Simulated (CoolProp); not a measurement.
The numbers come from the reference Helmholtz-energy equation of state, Lemmon 2003 in CoolProp. It is a pseudo-pure fit of the blend.

Task: For R404A, give the phase and the Z, cv (kJ/(kg K)), speed of sound (m/s), Joule-Thomson coefficient (K/MPa) at 383 K and 1.1 MPa.

Result: 
- 383 K and 1.1 MPa: gas; Z 0.923, cv 0.944, speed of sound 177, Joule-Thomson coefficient 8.21
